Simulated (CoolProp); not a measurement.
The numbers come from the reference Helmholtz-energy equation of state, Thol 2014 in CoolProp.

Q: For diethyl ether, give the phase and the cp (kJ/(kg K)), cv (kJ/(kg K)), expansivity (1/kK) at 1.85 °C and 0.444 MPa; 1.85 °C and 2.61 MPa.

A: 
- 1.85 °C and 0.444 MPa: liquid; cp 2.26, cv 1.75, expansivity 1.48
- 1.85 °C and 2.61 MPa: liquid; cp 2.25, cv 1.74, expansivity 1.45
